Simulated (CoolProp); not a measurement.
Computed with CoolProp (reference Helmholtz-energy equation of state, Lemmon 2005). It is a short technical equation, of lower accuracy than the large ones.

Problem. Give the vapour pressure (MPa), liquid density (kg/m³), vapour density (kg/m³), enthalpy of vaporisation (kJ/kg) of saturated cis-2-butene at 8.15, 41.85, 84.05 °C.

Solution. 
| T (°C) | p (MPa) | liquid density (kg/m³) | vapour density (kg/m³) | enthalpy of vaporisation (kJ/kg) |
|---|---|---|---|---|
| 8.15 | 0.120 | 635 | 3.01 | 410 |
| 41.85 | 0.356 | 595 | 8.43 | 374 |
| 84.05 | 1.02 | 536 | 23.8 | 317 |
